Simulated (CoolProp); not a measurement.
A simple Rankine cycle with R11: condensing at 330.15 K, boiler at 2.03 MPa, turbine inlet 422.8 K, turbine efficiency 0.6, pump efficiency 0.7, no recuperator. Each further row changes one setting.

Computed with CoolProp (reference Helmholtz-energy equation of state, Jacobsen 1992).

```json
[
 {"case": "as stated", "thermal efficiency (%)": "10.0", "net work (kJ/kg)": "20.4", "heat in (kJ/kg)": "204", "turbine exit temperature (K)": "354.4", "volume ratio over the turbine": "7.86"},
 {"case": "turbine inlet 442.8 K", "thermal efficiency (%)": "10.2", "net work (kJ/kg)": "22.6", "heat in (kJ/kg)": "222", "turbine exit temperature (K)": "378.0", "volume ratio over the turbine": "7.47"},
 {"case": "condensing temperature 322.15 K", "thermal efficiency (%)": "10.8", "net work (kJ/kg)": "22.9", "heat in (kJ/kg)": "212", "turbine exit temperature (K)": "349.0", "volume ratio over the turbine": "9.84"},
 {"case": "boiler pressure 1.42 MPa", "thermal efficiency (%)": "8.7", "net work (kJ/kg)": "18.7", "heat in (kJ/kg)": "215", "turbine exit temperature (K)": "373.3", "volume ratio over the turbine": "5.05"},
 {"case": "turbine efficiency 0.5", "thermal efficiency (%)": "8.2", "net work (kJ/kg)": "16.7", "heat in (kJ/kg)": "204", "turbine exit temperature (K)": "360.1", "volume ratio over the turbine": "8.02"}
]
```
